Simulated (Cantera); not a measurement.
Charge: 1 mol Si₃N₄, 0.01 mol O₂, 20 mol N₂, held at 1475 K and 1.60e-6 bar.

These are equilibrium values from Cantera (NASA tables, ideal gas, pure condensed phases), not measurements of a reactor. Candidate condensed phases: Si, SiO₂, Si₂N₂O, Si₃N₄; 16 gas species. Kinetics and transport are ignored.

Base state: N₂ 0.995, Si 0.00359, SiO 0.000905 (mole fractions); condensed: Si(s).

### Question
What changes in the equilibrium state with this change: pressure from 1.60e-6 bar to 0.00133 bar?

### Answer
```json
[
 {"species": "N₂", "before": "0.995", "after": "1.000"},
 {"species": "SiO", "before": "0.000905", "after": "9.74e-5"},
 {"species": "Si", "before": "0.00359", "after": "3.34e-7"},
 {"species": "Si(s), mol", "before": "2.90", "after": "0"},
 {"species": "Si₂N₂O(s), mol", "before": "0", "after": "0.0181"},
 {"species": "Si₃N₄(s), mol", "before": "0", "after": "0.987"}
]
```
Mutual solubility and eutectic melting of coexisting phases are not modelled.
